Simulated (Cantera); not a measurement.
## SiH2Cl2 + N2 + H2 + NH3 (silicon nitride deposition)

Charge: 1 mol SiH2Cl2, 0.32 mol N2, 0.38 mol H2, 1.1 mol NH3.

Equilibrium computed with Cantera from the NASA thermochemical tables; the gas is ideal and each condensed phase is pure. Candidate condensed phases: NH4Cl, Si, Si3N4; 28 gas species. Mutual solubility and eutectic melting of coexisting phases are not modelled. The tables' values for SiCl3 are old estimates. Kinetics and transport are ignored.

Stable condensed phases:

```
T in °C \ P in Pa
              5     15     45    140    410   1200   3700  11000  33000 100000
   1377       A      A      A      A      B      C      C      C      C      C
   1302       A      A      A      B      C      C      C      C      C      C
   1227       A      A      C      C      C      C      C      C      C      C
   1152       A      C      C      C      C      C      C      C      C      C
   1077       C      C      C      C      C      C      C      C      C      C
   1002       C      C      C      C      C      C      C      C      C      C
    927       C      C      C      C      C      C      C      C      C      C
    852       C      C      C      C      C      C      C      C      C      C
    777       C      C      C      C      C      C      C      C      C      C
    702       C      C      C      C      C      C      C      C      C      C
    627       C      C      C      C      C      C      C      C      C      C
```

A: Si; B: Si + Si3N4; C: Si3N4.
